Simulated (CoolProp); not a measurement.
R1132(E) along the isobar 6240 kPa: density (kg/m³) from the reference equation and from simpler models built on Tc = 348.8 K, pc = 5174 kPa, ω = 0.245; each cubic takes its own stable root.

The numbers come from the reference Helmholtz-energy equation of state, Akasaka 2024 in CoolProp.

```json
[
 {"T (K)": "255.4", "phase": "liquid", "reference": "1070"},
 {"T (K)": "265.7", "phase": "liquid", "reference": "1043"},
 {"T (K)": "276", "phase": "liquid", "reference": "1014"},
 {"T (K)": "286.4", "phase": "liquid", "reference": "983.2"},
 {"T (K)": "296.7", "phase": "liquid", "reference": "950.0"},
 {"T (K)": "307", "phase": "liquid", "reference": "913.4"},
 {"T (K)": "317.4", "phase": "liquid", "reference": "871.6"},
 {"T (K)": "327.7", "phase": "liquid", "reference": "823.0"},
 {"T (K)": "338", "phase": "liquid", "reference": "762.5"},
 {"T (K)": "348.3", "phase": "liquid", "reference": "674.9"},
 {"T (K)": "358.7", "phase": "supercritical", "reference": "426.0"},
 {"T (K)": "369", "phase": "supercritical", "reference": "257.4"},
 {"T (K)": "379.3", "phase": "supercritical", "reference": "213.1"},
 {"T (K)": "389.7", "phase": "supercritical", "reference": "188.5"},
 {"T (K)": "400", "phase": "supercritical", "reference": "171.9"}
]
```

Task: How far does each simpler model (van der Waals, Redlich-Kwong, Soave-Redlich-Kwong, Peng-Robinson) lie from the reference over these 15 states: mean and median of the absolute difference, and the worst?

Result: 
- van der Waals: mean 26.9 %, median 36.5 %, worst -38.2 % at 255.4 K and 6240 kPa
- Redlich-Kwong: mean 11.5 %, median 13.3 %, worst -20.2 % at 348.3 K and 6240 kPa
- Soave-Redlich-Kwong: mean 10.6 %, median 10.7 %, worst -20.1 % at 348.3 K and 6240 kPa
- Peng-Robinson: mean 3.3 %, median 1.7 %, worst -11.6 % at 348.3 K and 6240 kPa
